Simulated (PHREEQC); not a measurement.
**Ultrapure water in contact with air or piping**

A made-up water analysis in mg/L, 90 °C, pH 5.88, pe 8.8: Na 0.0415; K 0.00535; Ca 0.0402; Mg 0.00661; Cl 0.0152; S(6) as SO4 0.0076; Alkalinity as HCO3 0.234; Zn 0.000162.

Na is adjusted to close the charge balance.
Valence states are taken as typed.

Model: ion-association model, phreeqc.dat, run in PHREEQC.

| Item | Value |
|---|---|
| ionic strength | 7.10e-6 mol/kgw |

```json
[
 {"species": "CO2", "molality": "1.52e-5", "activity": "1.52e-5", "log γ": "0.000"},
 {"species": "HCO3-", "molality": "4.86e-6", "activity": "4.84e-6", "log γ": "-0.002"},
 {"species": "Na+", "molality": "1.73e-6", "activity": "1.72e-6", "log γ": "-0.002"},
 {"species": "H+", "molality": "1.32e-6", "activity": "1.32e-6", "log γ": "-0.002"},
 {"species": "Ca+2", "molality": "1.00e-6", "activity": "9.89e-7", "log γ": "-0.006"},
 {"species": "Cl-", "molality": "4.29e-7", "activity": "4.27e-7", "log γ": "-0.002"},
 {"species": "OH-", "molality": "3.00e-7", "activity": "2.99e-7", "log γ": "-0.002"}
]
```

This is a speciation only: nothing precipitates in the calculation. At this temperature some constants are extrapolated from 25 °C, and those without enthalpy data are left unchanged.
